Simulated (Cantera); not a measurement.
A closed system holds: 1 mol SiH2Cl2, 0.1 mol O2, 29 mol H2, at 1373 K and 0.0430 bar.

Cantera equilibrium calculation (NASA polynomials, part measured and part estimated; ideal gas, pure solids and liquids). Candidate condensed phases: H2O, Si, SiO2; 30 gas species. Mutual solubility and eutectic melting of coexisting phases are not modelled. The tables' values for SiCl3 are old estimates; treat these amounts as uncertain. The tables hold silica as quartz up to 1696 K and as liquid above; real silica turns to tridymite and cristobalite and melts near 1996 K. Equilibrium is a limit: real reactors are often held back by kinetics, nucleation or transport.

Base state: H2 0.943, HCl 0.0480, SiCl2 0.00704, SiO 0.000957, SiCl3 0.000441, SiHCl3 0.000158, SiCl4 0.000128, SiH2Cl2 2.91e-5 (mole fractions); condensed: Si(s) + SiO2(β-quartz).

Question: What changes in the equilibrium state with this change: O2 from 0.1 to 1.3 mol?

Answer: 
| species | before | after |
|---|---|---|
| H2 | 0.943 | 0.916 |
| HCl | 0.0480 | 0.0645 |
| H2O | 7.03e-7 | 0.0194 |
| SiO | 0.000957 | 3.38e-8 |
| SiCl2 | 0.00704 | <1e-9 |
| SiCl3 | 0.000441 | <1e-9 |
| SiHCl3 | 0.000158 | <1e-9 |
| SiCl4 | 0.000128 | <1e-9 |
| SiH2Cl2 | 2.91e-5 | <1e-9 |
| Si(s), mol | 0.643 | 0 |
| SiO2(β-quartz), mol | 0.0852 | 1.000 |
